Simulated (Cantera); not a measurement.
Feed: 1 mol Si, 2.6 mol Cl2, 6.1 mol H2, held at 825 °C and 1 atm.

Method: chemical equilibrium by Gibbs-energy minimisation in Cantera with the NASA 1993 tables (ideal gas, pure condensed phases). Candidate condensed phases: Si; 19 gas species. The tables' values for SiCl3 are old estimates; treat these amounts as uncertain. The numbers say what is thermodynamically allowed, not how fast it happens.

Base state: H2 0.706, HCl 0.164, SiCl4 0.122, SiHCl3 0.00762, SiCl3 0.000493, SiH2Cl2 5.71e-5, SiCl2 2.81e-5 (mole fractions); condensed: gas only.

Question: What changes in the equilibrium state with this change: temperature from 825 °C to 427 °C?

Answer: 
```csv
species,before,after
H2,0.706,0.714
HCl,0.164,0.156
SiCl4,0.122,0.130
SiCl3,0.000493,9.83e-9
SiCl2,2.81e-5,<1e-9
SiH2Cl2,5.71e-5,7.48e-9
SiHCl3,0.00762,0.000121
```
